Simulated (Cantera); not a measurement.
Cantera run:

```python
import numpy as np
import cantera as ct

gas_names = """
    CL CL2 H HCL H2 Si SiCL SiCL2 SiCL3 SiCL4 SiH SiHCL3 SiH2 SiH2CL2 SiH3 SiH3CL SiH4 Si2 Si3
""".split()
cond_names = """
    Si(cr) Si(L)
""".split()


# ... load() reads the species with a 1 bar reference pressure and builds the phases ...
atoms = {
    'Si3H8': {'Si': 3, 'H': 8},
    'HCl': {'H': 1, 'CL': 1},
    'H2': {'H': 2},
}
top_T = {}  # K; cautious upper limits of use, not melting points


# ... equilibrate(T, P, feed) seeds the gas with the atoms and calls Mixture.equilibrate('TP', solver="vcs", rtol=1e-11, max_steps=5000) ...
results = []
feed = {'Si3H8': 1, 'HCl': 2, 'H2': 15}  # mol
P = 34000  # Pa
for T in [975, 1025, 1075, 1125, 1175, 1225, 1275, 1325, 1375, 1425, 1475, 1525, 1575]:
    mix = equilibrate(T, P, feed)
    results.append((T, P, feed, dict(zip(mix.species_names, mix.species_moles))))

top = {s: max(r[3][s] / sum(r[3][g] for g in gas_names) for r in results) for s in gas_names}
cols = sorted((s for s in top if top[s] > 1e-05), key=lambda s: -top[s])[:9]
seen = [c for c in cond_names if any(r[3].get(c, 0) > 1e-12 for r in results)]
print("log10 of partial pressures in bar; condensed amounts in mol")
print(f"{'T/K':>10s}" + "".join(f"{s[:9]:>10s}" for s in cols + seen))
for T, P, feed, n in results:
    ng = sum(n[g] for g in gas_names)
    print(f"{T:10.4g}" + "".join(f"{np.log10(max(n[s] / ng * P / 1e5, 1e-99)):10.3f}" for s in cols)
          + "".join(f"{n.get(c, 0):10.4g}" for c in seen))
```

Output:

```
log10 of partial pressures in bar; condensed amounts in mol
       T/K        H2       HCL     SiCL2     SiCL4    SiHCL3     SiCL3   SiH2CL2         H    SiH3CL    Si(cr)
       975    -0.483    -2.582    -4.473    -2.316    -2.459    -4.120    -3.583    -9.183    -5.304     2.477
      1025    -0.484    -2.405    -4.073    -2.340    -2.485    -3.866    -3.586    -8.603    -5.275     2.497
      1075    -0.486    -2.248    -3.719    -2.376    -2.520    -3.647    -3.596    -8.077    -5.252     2.523
      1125    -0.488    -2.111    -3.407    -2.430    -2.568    -3.464    -3.616    -7.596    -5.238     2.552
      1175    -0.491    -1.993    -3.137    -2.507    -2.633    -3.317    -3.650    -7.157    -5.233     2.582
      1225    -0.494    -1.895    -2.909    -2.616    -2.721    -3.212    -3.700    -6.753    -5.239     2.612
      1275    -0.496    -1.817    -2.723    -2.765    -2.838    -3.151    -3.770    -6.381    -5.256     2.637
      1325    -0.499    -1.759    -2.581    -2.958    -2.989    -3.137    -3.864    -6.036    -5.287     2.655
      1375    -0.501    -1.719    -2.478    -3.196    -3.173    -3.168    -3.979    -5.716    -5.329     2.667
      1425    -0.502    -1.695    -2.409    -3.467    -3.381    -3.235    -4.111    -5.417    -5.379     2.672
      1475    -0.503    -1.682    -2.363    -3.757    -3.602    -3.326    -4.252    -5.139    -5.435     2.674
      1525    -0.504    -1.675    -2.332    -4.051    -3.826    -3.428    -4.394    -4.878    -5.493     2.673
      1575    -0.504    -1.673    -2.311    -4.341    -4.047    -3.535    -4.535    -4.633    -5.550      2.67
```

Method: chemical equilibrium by Gibbs-energy minimisation in Cantera with the NASA 1993 tables (ideal gas, pure condensed phases). The feed counts by its element totals alone. The tables' values for SiCl3 are old estimates; treat these amounts as uncertain.
